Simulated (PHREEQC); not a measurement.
Make-up at 55 °C: 0.21 mol Mn(NO3)2 per kg of water. Closed to the air; pH follows from the charge balance.

The numbers come from PHREEQC with the ion-association model, wateq4f.dat.

### Question
The ionic strength comes out as 0.606 mol/kgw. What activity coefficients do MnOH+, H+, Mn+2, NO3- get?

### Answer
MnOH+ 0.66, H+ 0.75, Mn+2 0.22, NO3- 0.58.

Precipitation was switched off in this run. Away from 25 °C the constants follow the database's enthalpies or fits; those with neither stay at their 25 °C values.
